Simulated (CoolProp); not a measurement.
Dimethyl carbonate along the isobar 9.82 MPa: fugacity coefficient from the reference equation and from simpler models built on Tc = 557.0 K, pc = 4.909 MPa, ω = 0.346; each cubic takes its own stable root.

The numbers come from the reference Helmholtz-energy equation of state, Zhou 2011 in CoolProp.

```csv
T (K),phase,reference
429.8,liquid,0.06960
441.1,liquid,0.08622
452.5,liquid,0.1054
463.8,liquid,0.1269
475.2,liquid,0.1511
486.5,liquid,0.1775
497.9,liquid,0.2065
509.2,liquid,0.2375
520.6,liquid,0.2707
531.9,liquid,0.3054
543.3,liquid,0.3418
554.6,liquid,0.3789
566,supercritical,0.4168
577.3,supercritical,0.4541
588.7,supercritical,0.4908
600,supercritical,0.5254
```

**Question.** How far does each simpler model (van der Waals, Redlich-Kwong, Soave-Redlich-Kwong, Peng-Robinson) lie from the reference over these 16 states: mean and median of the absolute difference, and the worst?

**Answer.** 
- van der Waals: mean 58.4 %, median 40.6 %, worst +182.0 % at 429.8 K and 9.82 MPa
- Redlich-Kwong: mean 21.1 %, median 16.4 %, worst +59.1 % at 429.8 K and 9.82 MPa
- Soave-Redlich-Kwong: mean 5.3 %, median 5.4 %, worst +6.0 % at 486.5 K and 9.82 MPa
- Peng-Robinson: mean 0.5 %, median 0.3 %, worst -1.5 % at 600 K and 9.82 MPa
